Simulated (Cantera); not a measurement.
An adiabatic, constant-volume homogeneous reactor starts with CH4 : O2 : N2 = 1 : 6.67 : 25.1 (molar parts), equivalence ratio 0.30, at 1650 K and 825 Torr.

Detailed kinetics in Cantera: GRI-Mech 3.0 (53 species, 325 reactions).

One state of this run: T (K) = 2333; P (bar) = 1.57; x CH4 = <1e-12; x O2 = 0.138; x NO2 = 9.81e-8; x CO2 = 0.0271; x HCO = 5.47e-10. x: mole fraction; the columns are a selection and need not sum to one.

**Question.** Which value of t (s) does it belong to?
A) 1.97e-5
B) 5.34e-5
C) 0.000390
D) 0.411

**Answer.** C, 0.000390
